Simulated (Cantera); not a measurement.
An adiabatic, constant-pressure homogeneous reactor starts with 2.14 % C3H8, 20.5 % O2, 77.3 % N2, at 1673 K and 0.296 atm.

Model: GRI-Mech 3.0 (53 species, 325 reactions), integrated in Cantera. GRI-Mech 3.0 was tuned for natural gas; its chemistry of propane as a main component is partial and can be far from experiment.

x: mole fraction; the columns are a selection and need not sum to one.

| t (s) | T (K) | x C3H8 | x O2 | x N2O | x CH2CO | x CO2 | x H2O |
|---|---|---|---|---|---|---|---|
| 2.00e-6 | 1669 | 0.0209 | 0.205 | 1.52e-11 | 1.06e-8 | 3.39e-8 | 8.13e-6 |
| 6.93e-6 | 1659 | 0.0193 | 0.205 | 3.06e-10 | ? | ? | ? |
| 2.40e-5 | 1653 | ? | 0.198 | ? | ? | ? | ? |
| 8.33e-5 | 2146 | <1e-12 | 0.105 | 9.07e-8 | 6.11e-7 | 0.0178 | 0.0629 |
| 0.000289 | 2215 | <1e-12 | 0.0939 | 9.56e-8 | <1e-12 | 0.0381 | 0.0590 |
| 0.00100 | 2342 | <1e-12 | 0.0943 | 1.41e-7 | <1e-12 | 0.0419 | 0.0638 |
| 0.00347 | 2491 | <1e-12 | 0.0941 | 3.04e-7 | <1e-12 | 0.0481 | 0.0697 |
| 0.0120 | 2514 | <1e-12 | 0.0920 | 3.74e-7 | <1e-12 | 0.0497 | 0.0711 |
| 0.0416 | 2507 | <1e-12 | 0.0889 | 4.15e-7 | <1e-12 | 0.0499 | 0.0715 |
| 0.144 | 2505 | <1e-12 | 0.0881 | 4.29e-7 | <1e-12 | 0.0500 | 0.0716 |
| 0.500 | 2505 | <1e-12 | 0.0881 | 4.29e-7 | <1e-12 | 0.0500 | 0.0716 |

Q: Complete the blanks.

A: 
- 6.93e-6, x CH2CO: 3.12e-6
- 6.93e-6, x CO2: 4.71e-6
- 6.93e-6, x H2O: 0.000265
- 2.40e-5, x C3H8: 0.0118
- 2.40e-5, x N2O: 2.26e-9
- 2.40e-5, x CH2CO: 0.000237
- 2.40e-5, x CO2: 0.000201
- 2.40e-5, x H2O: 0.00409
